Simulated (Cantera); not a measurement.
A perfectly stirred reactor is fed with 69.4 % NH3, 30.6 % N2, at 0.0330 bar; it is held at 2325 K, and followed from long to short residence time.

Model: the gas-phase N/H chemistry of the illustrative SiF4/NH3 mechanism in the Surface Chemkin manual (1991), integrated in Cantera. Walls and surfaces, which speed up NH3 decomposition in real reactors, are not modelled.

Task: Predict: x(NH3) at τ = 0.350 s; x(H) at τ = 0.350 s; x(N2) at τ = 0.350 s; x(N2H2) at τ = 0.350 s; x(NH3) at τ = 12.0 ms; x(H) at τ = 12.0 ms; x(N2) at τ = 12.0 ms; x(N2H2) at τ = 12.0 ms; x(N2H4) at τ = 12.0 ms.

Result: 
```json
{
 "x(NH3) at τ = 0.350 s": "0.0601",
 "x(H) at τ = 0.350 s": "0.00220",
 "x(N2) at τ = 0.350 s": "0.378",
 "x(N2H2) at τ = 0.350 s": "1.23e-6",
 "x(NH3) at τ = 12.0 ms": "0.511",
 "x(H) at τ = 12.0 ms": "0.000360",
 "x(N2) at τ = 12.0 ms": "0.325",
 "x(N2H2) at τ = 12.0 ms": "1.57e-5",
 "x(N2H4) at τ = 12.0 ms": "2.01e-8"
}
```
